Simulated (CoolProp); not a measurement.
Saturation properties of nitrous oxide (Tc = 36.4 °C, pc = 7.245 MPa, ω = 0.161).

Values from CoolProp's reference Helmholtz-energy equation of state, Lemmon 2006. It is a short technical equation, of lower accuracy than the large ones.

```tsv
T (°C)	p (MPa)	vapour density (kg/m³)	enthalpy of vaporisation (kJ/kg)	liquid cp (kJ/(kg K))
-63.05	0.3760	10.15	343.7	1.759
-59.45	0.4400	11.77	339.0	1.768
-55.85	0.5120	13.59	334.1	1.779
-52.15	0.5949	15.68	329.0	1.792
-48.55	0.6849	17.95	323.9	1.805
-44.85	0.7875	20.54	318.4	1.821
-41.25	0.8979	23.33	313.0	1.838
-37.65	1.019	26.41	307.3	1.857
-33.95	1.156	29.91	301.3	1.878
-30.35	1.302	33.67	295.3	1.901
-26.75	1.461	37.81	289.0	1.927
-23.05	1.639	42.50	282.3	1.957
-19.45	1.827	47.53	275.5	1.990
```

It boils at -88.5 °C under 1 atm.
